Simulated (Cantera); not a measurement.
A closed system holds: 1 mol B, a varied amount of NH3, equilibrated at 1252 °C and 750 Torr.

Method: chemical equilibrium by Gibbs-energy minimisation in Cantera with the NASA 1993 tables (ideal gas, pure condensed phases). Candidate condensed phases: B, BN; 15 gas species. Kinetics and transport are ignored.

Question: At 19 mol NH3, list the 4 most abundant gas species with their mole fractions, and the condensed phases.

Answer: H2 0.760, N2 0.240, H 2.06e-5, NH3 1.87e-5. Condensed: BN(s).
